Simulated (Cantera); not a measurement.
An adiabatic, constant-volume homogeneous reactor starts with CH4 : CO : O2 : N2 : CO2 = 1 : 0.61 : 1.05 : 6.3 : 0.59 (molar parts), equivalence ratio 2.2, at 1350 K and 1.20 bar.

Detailed kinetics in Cantera: GRI-Mech 3.0 (53 species, 325 reactions).

**Question.** Predict: time of steepest temperature rise; temperature at 2.00 s; equilibrium temperature; x(CO) at 2.00 s; x(O2) at 2.00 s; x(HCO) at 2.00 s.

**Answer.** 
```
Quantity                                                             Value
---------------------------------  ---------------------------------------
time of steepest temperature rise                                  16.8 ms
temperature at 2.00 s                                               2304 K
equilibrium temperature                                             2304 K
x(CO) at 2.00 s                        0.164 (gas-phase equilibrium 0.164)
x(O2) at 2.00 s                    4.84e-6 (gas-phase equilibrium 4.84e-6)
x(HCO) at 2.00 s                   1.29e-7 (gas-phase equilibrium 1.29e-7)
```
